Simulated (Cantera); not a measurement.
Feed: 1 mol Mg(OH)2, 0.051 mol H2, equilibrated at 1775 °C and 5.20 mbar.

These are equilibrium values from Cantera (NASA tables, ideal gas, pure condensed phases), not measurements of a reactor. Candidate condensed phases: H2O, Mg, MgO, Mg(OH)2; 15 gas species. Equilibrium is a limit: real reactors are often held back by kinetics, nucleation or transport.

Base state: H2O 0.908, H2 0.0637, OH 0.0122, H 0.00785, O2 0.00662, O 0.00108, Mg 0.000401, MgOH 6.15e-5 (mole fractions); condensed: MgO(s).

Problem. What changes in the equilibrium state with this change: pressure from 5.20 mbar to 20.0 mbar?

Solution. 
```json
[
 {"species": "H2O", "before": "0.908", "after": "0.932"},
 {"species": "H2", "before": "0.0637", "after": "0.0548"},
 {"species": "OH", "before": "0.0122", "after": "0.00687"},
 {"species": "Mg", "before": "0.000401", "after": "8.76e-5"},
 {"species": "MgO", "before": "1.00e-5", "after": "2.60e-6"},
 {"species": "O", "before": "0.00108", "after": "0.000336"},
 {"species": "MgO(s), mol", "before": "0.999", "after": "1.000"}
]
```

Problem. What changes in the equilibrium state with this change: H2 from 0.051 to 0.015 mol?

Solution. 
```json
[
 {"species": "H2O", "before": "0.908", "after": "0.918"},
 {"species": "H2", "before": "0.0637", "after": "0.0458"},
 {"species": "OH", "before": "0.0122", "after": "0.0145"},
 {"species": "O2", "before": "0.00662", "after": "0.0131"},
 {"species": "Mg", "before": "0.000401", "after": "0.000285"},
 {"species": "O", "before": "0.00108", "after": "0.00152"},
 {"species": "H", "before": "0.00785", "after": "0.00665"},
 {"species": "MgO(s), mol", "before": "0.999", "after": "1.000"}
]
```

Problem. What changes in the equilibrium state with this change: Mg(OH)2 replaced by LiOH?

Solution. 
| species | before | after |
|---|---|---|
| LiOH | 0 | 0.679 |
| Li | 0 | 0.139 |
| H2O | 0.908 | 0.127 |
| Li2O | 0 | 0.0227 |
| H2 | 0.0637 | 0.00620 |
| OH | 0.0122 | 0.00547 |
| O2 | 0.00662 | 0.0137 |
| Mg | 0.000401 | 0 |
| LiO | 0 | 0.00210 |
| MgOH | 6.15e-5 | 0 |
| Mg(OH)2 | 5.20e-5 | 0 |
| Li2O2 | 0 | 3.51e-5 |
| LiH | 0 | 3.20e-5 |
| MgO(s), mol | 0.999 | 0 |
Further candidate phases: Li, LiH, LiOH, Li2O.
